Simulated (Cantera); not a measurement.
Input (Python, Cantera):

```python
import numpy as np
import cantera as ct

gas = ct.Solution("gri30.yaml")
gas.TPX = 1400, 500000, {'CH4': 1, 'C2H6': 0.093, 'O2': 1.45, 'N2': 5.46}
reactor = ct.IdealGasReactor(gas, energy="on", clone=False)
net = ct.ReactorNet([reactor])
net.rtol, net.atol = 1e-08, 1e-16
show = ['CH4', 'C2H6', 'O2', 'CO', 'NO', 'HCO']
times = np.geomspace(2e-06, 8, 11)

steps = ct.SolutionArray(gas, extra=["t"])
rows = []
print(f"{'t/s':>10s}{'T/K':>9s}{'P/Pa':>11s}" + "".join(f"{s:>11s}" for s in show))
for t in times:
    while net.time < t:
        t_next = net.step()
        steps.append(gas.state, t=t_next)
    rows.append([np.interp(t, steps.t, y) for y in (steps.T, steps.P, *steps(*show).X.T)])
    print(f"{t:10.3e}{rows[-1][0]:9.1f}{rows[-1][1]:11.4g}" + "".join(f"{x:11.3e}" for x in rows[-1][2:]))
rate = np.gradient(steps.T, steps.t)
print("integrator steps:", len(steps.t))
if steps.T.max() > steps.T[0] + 200:
    print(f"time of steepest temperature rise: {steps.t[rate.argmax()]:.4e} s")
gas.TPX = 1400, 500000, {'CH4': 1, 'C2H6': 0.093, 'O2': 1.45, 'N2': 5.46}
gas.equilibrate("UV")
print(f"equilibrium (UV): T = {gas.T:.1f} K  " + "  ".join(f"{s} {gas[s].X[0]:.3e}" for s in show))
```

It prints:

```
       t/s      T/K       P/Pa        CH4       C2H6         O2         CO         NO        HCO
 2.000e-06   1400.0      5e+05  1.250e-01  1.162e-02  1.812e-01  1.519e-10  3.999e-17  8.651e-13
 9.146e-06   1399.8  4.999e+05  1.249e-01  1.159e-02  1.812e-01  2.029e-08  9.686e-16  4.035e-11
 4.183e-05   1400.5  5.003e+05  1.247e-01  1.142e-02  1.809e-01  6.283e-06  4.841e-14  4.772e-09
 1.913e-04   1441.3  5.166e+05  1.174e-01  9.233e-03  1.743e-01  1.698e-03  5.749e-12  4.076e-07
 8.747e-04   2958.4  1.192e+06  4.470e-11  1.234e-21  3.934e-04  1.060e-01  1.725e-03  1.214e-06
 4.000e-03   2958.4  1.192e+06  4.470e-11  1.234e-21  3.934e-04  1.060e-01  1.725e-03  1.214e-06
 1.829e-02   2958.4  1.192e+06  4.470e-11  1.234e-21  3.934e-04  1.060e-01  1.725e-03  1.214e-06
 8.365e-02   2958.4  1.192e+06  4.470e-11  1.234e-21  3.934e-04  1.060e-01  1.725e-03  1.214e-06
 3.825e-01   2958.4  1.192e+06  4.470e-11  1.234e-21  3.934e-04  1.060e-01  1.725e-03  1.214e-06
 1.749e+00   2958.4  1.192e+06  4.470e-11  1.234e-21  3.934e-04  1.060e-01  1.725e-03  1.214e-06
 8.000e+00   2958.4  1.192e+06  4.470e-11  1.234e-21  3.934e-04  1.060e-01  1.725e-03  1.214e-06
integrator steps: 1882
time of steepest temperature rise: 2.6661e-04 s
equilibrium (UV): T = 2958.4 K  CH4 5.093e-11  C2H6 1.553e-21  O2 3.934e-04  CO 1.060e-01  NO 1.725e-03  HCO 1.214e-06
```

Detailed kinetics in Cantera: GRI-Mech 3.0 (53 species, 325 reactions).
